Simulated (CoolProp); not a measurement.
Vapour-liquid equilibrium of R22 (1) + R113 (2) at 568 kPa; x and y are mole fractions of (1).

Values from CoolProp's multi-fluid Helmholtz-energy mixture model, Kamei 1995 and Marx 1992; pair parameters Bell 2016.

| x | bubble temperature (K) | y at the bubble point | dew temperature at overall composition x (K) | liquid density (mol/L) |
|---|---|---|---|---|
| 0.05 | 368.3 | 0.315 | (withheld) | 7.517 |
| 0.125 | 347.0 | 0.616 | 378.6 | 8.080 |
| 0.2 | 330.7 | 0.773 | 374.7 | 8.601 |
| 0.275 | 318.6 | 0.856 | 370.6 | 9.091 |
| 0.35 | 309.6 | 0.903 | 366.2 | 9.565 |
| 0.425 | 302.8 | 0.930 | 361.4 | 10.04 |
| 0.5 | 297.6 | 0.949 | 356.2 | (withheld) |
| 0.575 | 293.3 | 0.961 | (withheld) | 11.02 |
| 0.65 | (withheld) | 0.971 | 344.0 | 11.54 |
| 0.725 | 286.8 | 0.978 | 336.4 | 12.10 |
| 0.8 | 284.1 | 0.985 | (withheld) | (withheld) |
| 0.875 | 281.5 | 0.990 | 315.3 | 13.38 |
| 0.95 | 278.9 | 0.996 | 297.1 | 14.12 |

### Question
Some entries are withheld; supply them.

### Answer

- 0.05, dew temperature at overall composition x (K): 382.3
- 0.5, liquid density (mol/L): 10.52
- 0.575, dew temperature at overall composition x (K): 350.5
- 0.65, bubble temperature (K): 289.8
- 0.8, dew temperature at overall composition x (K): 327.2
- 0.8, liquid density (mol/L): 12.71

No azeotrope shows between x = 0.05 and 0.95.

Pair parameters are fitted to limited data, so mixtures are less certain than the pure fluids. The gap from Raoult's law changes sign with composition, which may be real or a fault of the pair parameters; it wasn't checked against measurements.
